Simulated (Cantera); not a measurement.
**Transport properties of process gases**

Gas mixture: CO : CH3OH : CO2 : C2H2 = 0.74 : 0.99 : 0.79 : 0.56 (molar parts), at 7500 Torr, frozen composition.

Cantera's kinetic-theory transport with the Lennard-Jones parameters of GRI-Mech 3.0, ideal gas; thermal conductivity in the mixture-averaged form. Polar gases are described roughly by these parameters. The composition is frozen, though it would react at the higher temperatures.

| T (K) | ρ (kg/m³) | cp (J/kg/K) | μ (µPa s) | λ (mW/m/K) | Pr | D (cm²/s) NH3 | D (cm²/s) CH3 | D (cm²/s) OH |
|---|---|---|---|---|---|---|---|---|
| 400 | 9.94 | 1310 | 16.7 | 29.5 | 0.742 | 0.0299 | 0.0311 | 0.0441 |
| 600 | 6.63 | 1563 | 23.7 | 48.9 | 0.757 | 0.0652 | 0.0646 | 0.0899 |
| 800 | 4.97 | 1756 | 29.8 | 68.2 | 0.768 | 0.111 | 0.107 | 0.147 |
| 1000 | 3.98 | 1908 | 35.3 | 86.7 | 0.777 | 0.166 | 0.157 | 0.215 |
| 1200 | 3.31 | 2024 | 40.3 | 104 | 0.783 | 0.229 | 0.213 | 0.291 |
| 1400 | 2.84 | 2115 | 45.0 | 121 | 0.787 | 0.300 | 0.277 | 0.377 |
D: mixture-averaged diffusion coefficient of that species in the mixture.
